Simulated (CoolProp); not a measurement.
Values from CoolProp's reference Helmholtz-energy equation of state, Thol 2022.

Question: Give the vapour pressure (MPa), vapour density (kg/m³) of saturated vinyl chloride at -28.35, 65.45 °C.

Answer: 
```tsv
T (°C)	p (MPa)	vapour density (kg/m³)
-28.35	0.0537	1.68
65.45	1.13	29.9
```
